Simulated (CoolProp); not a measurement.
Vapour pressure (MPa) of cyclopropane: the reference equation beside estimates from Tc = 398.7 K, pc = 5.605 MPa, ω = 0.131. Clausius-Clapeyron is anchored at 309.4 K with a constant enthalpy of vaporisation of 16.20 kJ/mol.

Values from CoolProp's reference Helmholtz-energy equation of state, Polt 1992. This equation is an older, rougher fit; its heat capacities, sound speeds and derivatives of the liquid may be far off and weren't checked against measurements.

```tsv
T (K)	reference	Clausius-Clapeyron	van der Waals	Redlich-Kwong
291.6	0.6046	0.6606	1.400	0.7022
296	0.6835	0.7296	1.507	0.7902
300.5	0.7716	0.8052	1.622	0.8880
304.9	0.8656	0.8841	1.739	0.9916
309.4	0.9702	0.9702	1.864	1.106
313.8	1.081	1.060	1.992	1.226
318.3	1.204	1.157	2.129	1.359
322.7	1.334	1.258	2.268	1.497
327.2	1.476	1.367	2.416	1.648
331.6	1.627	1.479	2.566	1.806
```

Absolute difference from the reference over all 10 rows, mean and median: Clausius-Clapeyron 5.1 and 5.0 %, van der Waals 90.8 and 88.2 %, Redlich-Kwong 13.7 and 13.7 %.
